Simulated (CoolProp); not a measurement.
Properties of vinyl chloride along the isotherm 430 K (Tc = 425.0 K, pc = 5.600 MPa, ω = 0.160).

Values from CoolProp's reference Helmholtz-energy equation of state, Thol 2022.

```
p (MPa)          phase  density (kg/m³)  cp (kJ/(kg K))  Joule-Thomson coefficient (K/MPa)  isothermal compressibility (1/MPa)  fugacity coefficient
-------  -------------  ---------------  --------------  ---------------------------------  ----------------------------------  --------------------
0.0443             gas           0.7763           1.091                              9.481                               22.63                0.9975
0.0689             gas            1.209           1.093                              9.496                               14.57                0.9962
0.107              gas            1.882           1.094                              9.519                               9.402                0.9941
0.167              gas            2.947           1.097                              9.556                               6.045                0.9907
0.26               gas            4.612           1.102                              9.615                               3.904                0.9856
0.405              gas            7.246           1.109                              9.709                               2.528                0.9776
0.631              gas            11.44           1.122                              9.860                               1.646                0.9651
0.982              gas            18.21           1.143                              10.11                               1.083                0.9457
1.53               gas            29.45           1.183                              10.54                              0.7255                0.9155
2.38               gas            48.98           1.268                              11.30                              0.5066                0.8688
3.71               gas            87.71           1.525                              12.78                              0.3969                0.7952
5.77     supercritical            228.6           6.175                              13.84                              0.8585                0.6744
8.99     supercritical            592.1           2.448                              1.746                             0.03627                0.4856
14       supercritical            660.2           1.927                             0.6647                             0.01413                0.3583
```

The peak of cp marks the crossing from liquid-like to gas-like fluid above the critical point.
